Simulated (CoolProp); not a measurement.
A simple Rankine cycle with hydrogen sulfide: condensing at 312.15 K, boiler at 7.74 MPa, turbine inlet 369.3 K, turbine efficiency 0.9, pump efficiency 0.7, no recuperator. Each further row changes one setting.

Model: reference Helmholtz-energy equation of state, Lemmon 2006, in CoolProp. It is a short technical equation, of lower accuracy than the large ones.

```csv
case,thermal efficiency (%),net work (kJ/kg),heat in (kJ/kg),turbine exit temperature (K),volume ratio over the turbine
as stated,9.9,34.4,346,312.1,2.73
turbine inlet 389.3 K,[?],43.4,403,312.1,2.38
condensing temperature 304.15 K,[?],41.6,[?],304.1,3.25
boiler pressure 5.42 MPa,7.7,31.9,416,312.1,1.70
turbine efficiency 0.8,8.5,29.5,346,312.1,2.76
```

**Question.** What belongs in the gaps?

**Answer.** 
- turbine inlet 389.3 K, thermal efficiency (%): 10.8
- condensing temperature 304.15 K, thermal efficiency (%): 11.4
- condensing temperature 304.15 K, heat in (kJ/kg): 364

The expansion ends wet for: as stated; turbine inlet 389.3 K; condensing temperature 304.15 K; boiler pressure 5.42 MPa; turbine efficiency 0.8.
